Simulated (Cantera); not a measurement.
Feed: 1 mol SiO₂, 32 mol H₂, 2 mol N₂, at 710000 Pa.

Cantera equilibrium calculation (NASA polynomials, part measured and part estimated; ideal gas, pure solids and liquids). Candidate condensed phases: H₂O, Si, SiO₂, Si₂N₂O, Si₃N₄; 35 gas species. Mutual solubility and eutectic melting of coexisting phases are not modelled. The tables hold silica as quartz up to 1696 K and as liquid above; real silica turns to tridymite and cristobalite and melts near 1996 K. Kinetics and transport are ignored.

Task: What share of the Si ends up in condensed phases as a function of T (K), at 1523, 1573, 1623, 1673, 1723, 1773, 1823, 1873?

Result: 
| T (K) | Si condensed (%) | as |
|---|---|---|
| 1523 | 100.0 | SiO₂(β-quartz) + Si₂N₂O(s) |
| 1573 | 100.0 | SiO₂(β-quartz) + Si₂N₂O(s) |
| 1623 | 100.0 | SiO₂(β-quartz) + Si₂N₂O(s) |
| 1673 | 99.9 | SiO₂(β-quartz) + Si₂N₂O(s) |
| 1723 | 99.7 | SiO₂(condensed) + Si₂N₂O(s) |
| 1773 | 99.3 | SiO₂(condensed) + Si₂N₂O(s) |
| 1823 | 98.3 | SiO₂(condensed) + Si₂N₂O(s) |
| 1873 | 96.4 | SiO₂(condensed) |
